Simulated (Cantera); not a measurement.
A closed system holds: 1 mol CO, 1.1 mol NH₃, 0.82 mol N₂, equilibrated at 1575 K and 9500 Pa.

These are equilibrium values from Cantera (NASA tables, ideal gas, pure condensed phases), not measurements of a reactor. The numbers say what is thermodynamically allowed, not how fast it happens.

```
species   before    after
-------  -------  -------
H₂         0.410    0.379
N₂         0.341    0.333
CO         0.249    0.243
H        8.64e-5   0.0449
CO₂      1.58e-5  7.62e-6
HCN      8.58e-5  7.34e-5
H₂O      7.59e-5  7.28e-5
```
Gas species are given as mole fractions.

Q: What was changed between the two runs?
(A) temperature from 1575 K to 1975 K
(B) temperature from 1575 K to 1950 K
(C) temperature from 1575 K to 2475 K
(D) temperature from 1575 K to 2248 K

A: C, temperature from 1575 K to 2475 K
